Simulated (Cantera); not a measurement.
An isothermal, constant-pressure homogeneous reactor starts with H2 : O2 : N2 = 1.8 : 1 : 20 (molar parts), equivalence ratio 0.90, at 1023 K and 0.878 atm.

Computed with Cantera and GRI-Mech 3.0 (53 species, 325 reactions). The temperature is held fixed by assumption; the heat of reaction is taken as removed at once.

x: mole fraction; the columns are a selection and need not sum to one.

| t (s) | x H2 | x O2 | x H2O | x HO2 | x OH | x N2O | x NO |
|---|---|---|---|---|---|---|---|
| 5.00e-6 | 0.0789 | 0.0439 | 1.17e-12 | 2.19e-11 | <1e-12 | <1e-12 | <1e-12 |
| 1.92e-5 | 0.0789 | 0.0439 | 2.91e-11 | 9.74e-11 | 3.08e-12 | <1e-12 | <1e-12 |
| 7.34e-5 | 0.0789 | 0.0439 | 8.15e-10 | 7.13e-10 | 2.67e-11 | <1e-12 | <1e-12 |
| 0.000281 | 0.0789 | 0.0439 | 1.96e-7 | 9.51e-8 | 3.95e-9 | <1e-12 | <1e-12 |
| 0.00108 | (withheld) | (withheld) | (withheld) | (withheld) | (withheld) | (withheld) | (withheld) |
| 0.00413 | 0.000876 | 0.00499 | 0.0812 | 4.06e-6 | 2.55e-5 | 3.68e-8 | 8.08e-7 |
| 0.0158 | 0.000269 | 0.00470 | 0.0819 | 2.64e-6 | 3.96e-6 | 4.13e-8 | 7.76e-7 |
| 0.0606 | 0.000130 | 0.00463 | 0.0821 | 1.63e-6 | 8.62e-7 | 4.28e-8 | 6.45e-7 |
| 0.232 | 5.04e-5 | 0.00459 | 0.0821 | 7.86e-7 | 3.64e-7 | 4.38e-8 | 4.79e-7 |
| 0.889 | 1.16e-5 | 0.00457 | 0.0822 | 2.12e-7 | 1.46e-7 | 4.42e-8 | 3.07e-7 |
| 3.41 | 1.12e-6 | 0.00457 | 0.0822 | 2.37e-8 | 6.43e-8 | 4.37e-8 | 2.92e-7 |
| 13.1 | (withheld) | 0.00457 | 0.0822 | (withheld) | 2.37e-8 | 4.09e-8 | (withheld) |
| 50.0 | 3.45e-9 | 0.00457 | 0.0822 | 5.39e-10 | 2.36e-8 | 3.18e-8 | 6.89e-7 |

### Question
Some entries are withheld; supply them.

### Answer

- 0.00108, x H2: 0.00923
- 0.00108, x O2: 0.00947
- 0.00108, x H2O: 0.0712
- 0.00108, x HO2: 8.95e-6
- 0.00108, x OH: 0.000263
- 0.00108, x N2O: 2.16e-8
- 0.00108, x NO: 7.30e-7
- 13.1, x H2: 4.53e-8
- 13.1, x HO2: 2.10e-9
- 13.1, x NO: 4.70e-7
